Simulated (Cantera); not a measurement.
An adiabatic, constant-volume homogeneous reactor starts with CH₄ : C₂H₆ : O₂ : N₂ = 1 : 0.21 : 8.29 : 31.2 (molar parts), equivalence ratio 0.33, at 1575 K and 0.330 bar. Integrator tolerance rtol = 1e-08.

Model: GRI-Mech 3.0 (53 species, 325 reactions), integrated in Cantera.

Task: What does this change do: initial temperature 1575 to 1798 K?

Result: 
| quantity | before | after |
|---|---|---|
| time of steepest temperature rise | 0.194 ms | 63.9 µs |
| temperature at 2.00 s | 2354 K | 2479 K |
| equilibrium temperature | 2354 K | 2479 K |
| x(CH₄) at 2.00 s | <1e-12 (gas-phase equilibrium <1e-12) | <1e-12 (gas-phase equilibrium <1e-12) |
| x(C₂H₆) at 2.00 s | <1e-12 (gas-phase equilibrium <1e-12) | <1e-12 (gas-phase equilibrium <1e-12) |
| x(O₂) at 2.00 s | 0.127 (gas-phase equilibrium 0.127) | 0.123 (gas-phase equilibrium 0.123) |
| x(NO) at 2.00 s | 0.0133 (gas-phase equilibrium 0.0133) | 0.0166 (gas-phase equilibrium 0.0166) |
| x(C₂H₄) at 2.00 s | <1e-12 (gas-phase equilibrium <1e-12) | <1e-12 (gas-phase equilibrium <1e-12) |
| x(H₂O) at 2.00 s | 0.0596 (gas-phase equilibrium 0.0596) | 0.0565 (gas-phase equilibrium 0.0565) |
| x(N₂O) at 2.00 s | 5.10e-7 (gas-phase equilibrium 5.10e-7) | 6.11e-7 (gas-phase equilibrium 6.11e-7) |
